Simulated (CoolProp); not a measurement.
R1234ze(Z) along the isotherm 440 K: fugacity coefficient from the reference equation and from simpler models built on Tc = 423.3 K, pc = 3.531 MPa, ω = 0.327; each cubic takes its own stable root.

Computed with CoolProp (reference Helmholtz-energy equation of state, Akasaka 2019).

```tsv
p (MPa)	phase	reference
0.0279	gas	0.9974
0.0529	gas	0.9951
0.1	gas	0.9908
0.19	gas	0.9825
0.36	gas	0.9669
0.683	gas	0.9376
1.3	gas	0.8828
2.46	gas	0.7828
4.66	supercritical	0.5952
8.83	supercritical	0.3791
```

Problem. How far does each simpler model (Redlich-Kwong, Soave-Redlich-Kwong, Peng-Robinson) lie from the reference over these 10 states: mean and median of the absolute difference, and the worst?

Solution. 
- Redlich-Kwong: mean 1.3 %, median 0.3 %, worst +6.9 % at 440 K and 8.83 MPa
- Soave-Redlich-Kwong: mean 2.0 %, median 0.5 %, worst +10.7 % at 440 K and 8.83 MPa
- Peng-Robinson: mean 0.5 %, median 0.1 %, worst +4.0 % at 440 K and 8.83 MPa
